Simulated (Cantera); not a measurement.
An isothermal, constant-pressure homogeneous reactor starts with 18.8 % N2O, 0.188 % H2, 81.0 % N2, at 1350 K and 69000 Pa.

Computed with Cantera and GRI-Mech 3.0 (53 species, 325 reactions). GRI-Mech 3.0 was tuned for natural gas; its chemistry of N2O as a main component is partial and can be far from experiment. The mechanism lacks the step 2 NO + O2 → 2 NO2, which can matter for NO2 below about 1400 K. The temperature is held fixed by assumption; the heat of reaction is taken as removed at once.

One state of this run: x N2O = 1.56e-7; x H2 = 1.56e-9; x O2 = 0.0742; x O = 1.39e-7; x N2 = 0.902; x OH = 2.04e-6; x NO = 0.0219. x: mole fraction; the columns are a selection and need not sum to one.

Which value of t (s) does it belong to?
A. 0.0174
B. 300
C. 5.00e-5
D. 0.862

B, 300
